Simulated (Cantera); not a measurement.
Feed: 1 mol SiCl4, 51 mol H2, held at 66.0 mbar.

Cantera equilibrium calculation (NASA polynomials, part measured and part estimated; ideal gas, pure solids and liquids). Candidate condensed phases: Si; 19 gas species. Kinetics and transport are ignored.

Problem. Which condensed phases are stable at each of these points (T (°C)): 602, 652, 702, 752, 802, 852, 902, 952, 1002, 1052, 1102, 1152, 1202?

Solution. 
```tsv
T (°C)	condensed phases	Si condensed (%)
602	gas only	0.0
652	gas only	0.0
702	Si(s)	5.1
752	Si(s)	11.8
802	Si(s)	19.5
852	Si(s)	27.6
902	Si(s)	35.0
952	Si(s)	40.6
1002	Si(s)	44.1
1052	Si(s)	45.6
1102	Si(s)	45.9
1152	Si(s)	45.5
1202	Si(s)	44.8
```

From 602 °C to 652 °C nothing is condensed. From 702 °C to 1202 °C the condensed part is Si(s).
